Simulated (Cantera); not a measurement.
Input: 1 mol PbO, 0.5 mol H2, at 1350 Torr.

Equilibrium computed with Cantera from the NASA thermochemical tables; the gas is ideal and each condensed phase is pure. Candidate condensed phases: H2O, Pb, PbO, PbO2, Pb3O4; 12 gas species. Each liquid is taken as pure. Mutual solubility and eutectic melting of coexisting phases are not modelled. Gases not in the tables: (PbO)n polymers. Equilibrium is a limit: real reactors are often held back by kinetics, nucleation or transport.

x: gas mole fraction; n: condensed amount in mol.

```tsv
T (K)	x H2O	x Pb	x PbO	x H2	n Pb(l)	n PbO(yellow)	n PbO(l)
823	1.000	7.46e-8	1.26e-10	7.06e-5	0.500	0.500	0
923	1.000	1.41e-6	1.05e-8	0.000110	0.500	0.500	0
1023	1.000	1.48e-5	3.57e-7	0.000160	0.500	0.500	0
1123	1.000	___	___	___	0.500	0.500	0
1223	0.999	0.000504	6.03e-5	0.000340	0.500	0	0.500
1323	0.997	0.00195	0.000371	0.000534	0.499	0	0.500
1423	0.991	0.00623	0.00174	0.000795	0.496	0	0.500
1523	0.975	___	___	___	0.491	0	0.497
1623	0.937	0.0408	0.0206	0.00150	0.477	0	0.490
1723	0.853	0.0882	0.0563	0.00184	0.447	0	0.468
```

Task: What belongs in the gaps?

Result: 
- 1123, x Pb: 0.000102
- 1123, x PbO: 6.36e-6
- 1123, x H2: 0.000222
- 1523, x Pb: 0.0170
- 1523, x PbO: 0.00654
- 1523, x H2: 0.00112
